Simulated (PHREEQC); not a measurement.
**Alkaline etch or developer (model solution)**

A solution holds 0.16 mol NaOH, 6.6e-05 mol K2SiO3 and 0.0014 mol K3PO4 per kg of water, at 20 °C. It is in equilibrium with CO2 at log p = -3.4 (atm). Otherwise closed; pH follows from the charge balance.

The numbers come from PHREEQC with the ion-association model, phreeqc.dat.

```
Item                         Result
--------------------  -------------
pH                             9.79
ionic strength        0.175 mol/kgw
specific conductance     9780 µS/cm
density                 1.008 g/cm³
total alkalinity         163 meq/kg
```

```json
[
 {"species": "Na+", "molality": "0.137", "activity": "0.103", "log γ": "-0.121"},
 {"species": "HCO3-", "molality": "0.0531", "activity": "0.0401", "log γ": "-0.122"},
 {"species": "CO3-2", "molality": "0.0322", "activity": "0.0105", "log γ": "-0.486"},
 {"species": "NaCO3-", "molality": "0.0208", "activity": "0.0157", "log γ": "-0.123"},
 {"species": "K+", "molality": "0.00433", "activity": "0.00313", "log γ": "-0.140"},
 {"species": "NaHCO3", "molality": "0.00231", "activity": "0.00240", "log γ": "0.017"},
 {"species": "HPO4-2", "molality": "0.00127", "activity": "0.000400", "log γ": "-0.502"},
 {"species": "NaHPO4-", "molality": "0.000107", "activity": "8.08e-5", "log γ": "-0.122"},
 {"species": "OH-", "molality": "5.90e-5", "activity": "4.24e-5", "log γ": "-0.143"},
 {"species": "H3SiO4-", "molality": "3.45e-5", "activity": "2.52e-5", "log γ": "-0.137"},
 {"species": "H4SiO4", "molality": "3.15e-5", "activity": "3.28e-5", "log γ": "0.017"},
 {"species": "PO4-3", "molality": "1.72e-5", "activity": "1.02e-6", "log γ": "-1.229"},
 {"species": "CO2", "molality": "1.50e-5", "activity": "1.56e-5", "log γ": "0.017"},
 {"species": "KHPO4-", "molality": "3.24e-6", "activity": "2.45e-6", "log γ": "-0.122"}
]
```

Precipitation was switched off in this run.
